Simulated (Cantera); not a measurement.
An adiabatic, constant-pressure homogeneous reactor starts with CH4 : O2 : N2 = 1 : 1 : 3.76 (molar parts), equivalence ratio 2.0, at 1100 K and 1.00 bar. Integrator tolerance rtol = 1e-08.

Computed with Cantera and GRI-Mech 3.0 (53 species, 325 reactions).

Task: What does this change do: 0.0075 parts H2 added?

Result: 
| quantity | before | after |
|---|---|---|
| time of steepest temperature rise | 0.306 s | 0.268 s |
| temperature at 0.800 s | 2189 K | 2188 K |
| equilibrium temperature | 2189 K | 2188 K |
| x(CH4) at 0.800 s | 6.28e-11 (gas-phase equilibrium 7.16e-11) | 6.41e-11 (gas-phase equilibrium 7.31e-11) |
| x(O2) at 0.800 s | 6.88e-7 (gas-phase equilibrium 6.88e-7) | 6.72e-7 (gas-phase equilibrium 6.72e-7) |
| x(C2H4) at 0.800 s | <1e-12 (gas-phase equilibrium <1e-12) | <1e-12 (gas-phase equilibrium <1e-12) |
| x(H2) at 0.800 s | 0.166 (gas-phase equilibrium 0.166) | 0.167 (gas-phase equilibrium 0.167) |
| x(HCO) at 0.800 s | 6.69e-8 (gas-phase equilibrium 6.69e-8) | 6.68e-8 (gas-phase equilibrium 6.68e-8) |
| x(C2H2) at 0.800 s | <1e-12 (gas-phase equilibrium <1e-12) | <1e-12 (gas-phase equilibrium <1e-12) |
